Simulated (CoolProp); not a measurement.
Vapour-liquid equilibrium of CH2F2 (R32) (1) + R152A (2) at 29.7 kPa; x and y are mole fractions of (1).

The numbers come from the multi-fluid Helmholtz-energy mixture model, Tillner-Roth 1997 and Outcalt 1996; pair parameters Bell 2016 in CoolProp.

Q: Give the bubble temperature and the first vapour's composition at x = 0.2, 0.35, 0.95. Is there an azeotrope?

A: x = 0.2: -57.5 °C, y = 0.521; x = 0.35: -62.0 °C, y = 0.703; x = 0.95: -72.5 °C, y = 0.988. No azeotrope shows between x = 0.05 and 0.95.

The pair parameters rest on a limited set of measurements; away from them the model extrapolates.
